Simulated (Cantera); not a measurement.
Cantera run:

```python
import numpy as np
import cantera as ct

gas_names = [...]  # 151 gases of nasa_gas.yaml made of C, H, N, O, Si
cond_names = """
    C(gr) C6H6(L) C7H8(L) C8H18(L),n-octa H2O(s) H2O(L) Si(cr) Si(L) SiC(b) SiO2(Lqz) SiO2(hqz) SiO2(L)
    Si2N2O(s) Si3N4(a)
""".split()


# ... load() reads the species with a 1 bar reference pressure and builds the phases ...
atoms = {
    'Si3N4': {'Si': 3, 'N': 4},
    'CO2': {'C': 1, 'O': 2},
    'H2': {'H': 2},
    'O2': {'O': 2},
}
top_T = {'C(gr)': 4500, 'SiC(b)': 3050, 'Si2N2O(s)': 2100, 'Si3N4(a)': 2400}  # K; cautious upper limits of use, not melting points


# ... equilibrate(T, P, feed) seeds the gas with the atoms and calls Mixture.equilibrate('TP', solver="vcs", rtol=1e-11, max_steps=5000) ...
results = []
feed = {'Si3N4': 1, 'CO2': 0.71, 'H2': 160, 'O2': 0.034}  # mol
T = 1850  # K
P = 101325  # Pa
mix = equilibrate(T, P, feed)
results.append((T, P, feed, dict(zip(mix.species_names, mix.species_moles))))
x = sorted(zip(gas.X, gas.species_names), reverse=True)
print(f"T = {T:g} K  P = {P:g} Pa  gas = {mix.phase_moles(0):.4g} mol")
print("   x: " + "  ".join(f"{s} {v:.3e}" for v, s in x if v > 0.001))
print("   condensed (mol): " + ("  ".join(f"{mix.phase(i).name} {mix.phase_moles(i):.4g}"
      for i in range(1, mix.n_phases) if mix.phase_moles(i) > 1e-12) or "none"))
```

Result:

```
T = 1850 K  P = 101325 Pa  gas = 161.6 mol
   x: H2 9.899e-01  N2 6.301e-03  SiO 2.593e-03
   condensed (mol): SiC(b) 0.6136  Si2N2O(s) 0.9799
```

Equilibrium computed with Cantera from the NASA thermochemical tables; the gas is ideal and each condensed phase is pure. Mutual solubility and eutectic melting of coexisting phases are not modelled. Gases not in the tables: Si2H6 and higher silanes.
